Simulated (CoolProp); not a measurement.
20 sccm (0 °C, 1 atm) of nitrogen bubbles through liquid octamethyltrisiloxane (MDM) at 360.9 K and leaves saturated at a total pressure of 0.15 MPa (ideal gas phase). Each further row changes one setting.

The numbers come from the reference Helmholtz-energy equation of state, Thol 2017 in CoolProp.

```json
[
 {"case": "as stated", "vapour pressure (kPa)": "12.5", "mole fraction of vapour": "0.0832", "delivery (mg/min)": "___", "delivery (sccm)": "1.82", "change of delivery for a bath 1 K warmer (%)": "4.4"},
 {"case": "bath temperature 365.9 K", "vapour pressure (kPa)": "15.2", "mole fraction of vapour": "___", "delivery (mg/min)": "___", "delivery (sccm)": "2.25", "change of delivery for a bath 1 K warmer (%)": "4.4"},
 {"case": "total pressure 0.3 MPa", "vapour pressure (kPa)": "12.5", "mole fraction of vapour": "0.0416", "delivery (mg/min)": "___", "delivery (sccm)": "___", "change of delivery for a bath 1 K warmer (%)": "___"}
]
```

Task: What belongs in the gaps?

Result: 
- as stated, delivery (mg/min): 19.2
- bath temperature 365.9 K, mole fraction of vapour: 0.101
- bath temperature 365.9 K, delivery (mg/min): 23.8
- total pressure 0.3 MPa, delivery (mg/min): 9.17
- total pressure 0.3 MPa, delivery (sccm): 0.869
- total pressure 0.3 MPa, change of delivery for a bath 1 K warmer (%): 4.2
